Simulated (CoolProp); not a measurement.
Sulfur hexafluoride along the isobar 13.1 MPa: density (kg/m³) from the reference equation and from simpler models built on Tc = 318.7 K, pc = 3.755 MPa, ω = 0.210; each cubic takes its own stable root.

Computed with CoolProp (reference Helmholtz-energy equation of state, Guder 2009).

```json
[
 {"T (K)": "312.3", "phase": "liquid", "reference": "1475"},
 {"T (K)": "328.5", "phase": "supercritical", "reference": "1377"},
 {"T (K)": "344.6", "phase": "supercritical", "reference": "1270"},
 {"T (K)": "360.8", "phase": "supercritical", "reference": "1155"},
 {"T (K)": "377", "phase": "supercritical", "reference": "1037"},
 {"T (K)": "393.2", "phase": "supercritical", "reference": "924.1"},
 {"T (K)": "409.4", "phase": "supercritical", "reference": "825.1"},
 {"T (K)": "425.6", "phase": "supercritical", "reference": "742.9"}
]
```

Task: How far does each simpler model (van der Waals, Redlich-Kwong, Soave-Redlich-Kwong, Peng-Robinson) lie from the reference over these 8 states: mean and median of the absolute difference, and the worst?

Result: 
- van der Waals: mean 13.5 %, median 13.9 %, worst -25.8 % at 312.3 K and 13.1 MPa
- Redlich-Kwong: mean 3.5 %, median 3.9 %, worst -5.4 % at 312.3 K and 13.1 MPa
- Soave-Redlich-Kwong: mean 6.6 %, median 6.7 %, worst -7.7 % at 377 K and 13.1 MPa
- Peng-Robinson: mean 1.8 %, median 0.7 %, worst +6.0 % at 312.3 K and 13.1 MPa
